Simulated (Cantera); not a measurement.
Feed: 1 mol SiHCl₃, 0.028 mol HCl, 620 mol H₂, held at 2050 K and 0.0220 bar.

These are equilibrium values from Cantera (NASA tables, ideal gas, pure condensed phases), not measurements of a reactor. Candidate condensed phases: Si; 19 gas species. The tables' values for SiCl are old estimates; treat these amounts as uncertain. Gases not in the tables: Si₂H₆ and higher silanes. The numbers say what is thermodynamically allowed, not how fast it happens.

Base state: H₂ 0.979, H 0.0151, HCl 0.00471, Si 0.00136, SiH 0.000121, Cl 5.39e-5, SiH₂ 5.32e-5, SiCl 2.26e-5 (mole fractions); condensed: gas only.

Q: What changes in the equilibrium state with this change: pressure from 0.0220 bar to 0.610 bar?

A: 
```
species      before     after
----------  -------  --------
H₂            0.979     0.992
HCl         0.00471   0.00474
H            0.0151   0.00289
Si          0.00136  0.000127
SiH₂        5.32e-5  0.000139
Cl          5.39e-5   1.02e-5
SiCl₂       1.99e-5   5.11e-5
SiCl        2.26e-5   1.11e-5
Si(l), mol        0     0.755
```
